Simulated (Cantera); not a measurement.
An isothermal, constant-pressure homogeneous reactor starts with CH₄ : CO₂ : H₂ = 1 : 1.8 : 0.062 (molar parts), at 1350 K and 1.00 bar. Integrator tolerance rtol = 1e-08.

Detailed kinetics in Cantera: GRI-Mech 3.0 (53 species, 325 reactions).

```json
[
 {"quantity": "x(CH₄) at 2.00 s", "before": "0.315 (gas-phase equilibrium 6.37e-6)", "after": "0.248 (gas-phase equilibrium 3.02e-6)"},
 {"quantity": "x(CO₂) at 2.00 s", "before": "0.600 (gas-phase equilibrium 0.0718)", "after": "0.527 (gas-phase equilibrium 0.0686)"},
 {"quantity": "x(H₂) at 2.00 s", "before": "0.0439 (gas-phase equilibrium 0.331)", "after": "0.0747 (gas-phase equilibrium 0.328)"},
 {"quantity": "x(CH₂CO) at 2.00 s", "before": "5.44e-7 (gas-phase equilibrium 4.79e-11)", "after": "4.58e-6 (gas-phase equilibrium 3.65e-11)"},
 {"quantity": "x(OH) at 2.00 s", "before": "1.70e-9 (gas-phase equilibrium 6.28e-9)", "after": "1.17e-8 (gas-phase equilibrium 1.57e-8)"},
 {"quantity": "x(HO₂) at 2.00 s", "before": "<1e-12 (gas-phase equilibrium <1e-12)", "after": "<1e-12 (gas-phase equilibrium <1e-12)"},
 {"quantity": "x(H₂O) at 2.00 s", "before": "0.0139 (gas-phase equilibrium 0.0927)", "after": "0.0558 (gas-phase equilibrium 0.0959)"}
]
```

Task: Which change was made?
A) CH4 1 to 2 parts
B) temperature 1350 to 1398 K
C) pressure from 1.00 bar to 2.10 bar
D) temperature 1350 to 1650 K

Result: B, temperature 1350 to 1398 K
